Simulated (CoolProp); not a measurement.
CH2F2 (R32) along the isobar 7.94 MPa: Z from the reference equation and from simpler models built on Tc = 351.3 K, pc = 5.783 MPa, ω = 0.277; each cubic takes its own stable root.

The numbers come from the reference Helmholtz-energy equation of state, Tillner-Roth 1997 in CoolProp.

| T (K) | phase | reference | van der Waals | Redlich-Kwong | Peng-Robinson |
|---|---|---|---|---|---|
| 189.5 | liquid | 0.2005 | 0.3887 | 0.2654 | 0.2303 |
| 205.7 | liquid | 0.1906 | 0.3669 | 0.2519 | 0.2176 |
| 221.8 | liquid | 0.1828 | 0.3493 | 0.2414 | 0.2076 |
| 237.9 | liquid | 0.1766 | 0.3351 | 0.2336 | 0.2000 |
| 254.1 | liquid | 0.1720 | 0.3238 | 0.2280 | 0.1945 |
| 270.2 | liquid | 0.1688 | 0.3153 | 0.2248 | 0.1912 |
| 286.3 | liquid | 0.1673 | 0.3096 | 0.2240 | 0.1904 |
| 302.5 | liquid | 0.1677 | 0.3069 | 0.2263 | 0.1926 |
| 318.6 | liquid | 0.1706 | 0.3079 | 0.2327 | 0.1991 |
| 334.7 | liquid | 0.1780 | 0.3139 | 0.2457 | 0.2132 |
| 350.9 | liquid | 0.1968 | 0.3289 | 0.2729 | 0.2460 |
| 367 | supercritical | 0.2946 | 0.3646 | 0.3470 | 0.3588 |
| 383.1 | supercritical | 0.5061 | 0.4633 | 0.5074 | 0.5335 |
| 399.3 | supercritical | 0.6141 | 0.5781 | 0.6117 | 0.6329 |
| 415.4 | supercritical | 0.6845 | 0.6504 | 0.6788 | 0.6997 |
| 431.6 | supercritical | 0.7367 | 0.7018 | 0.7282 | 0.7499 |
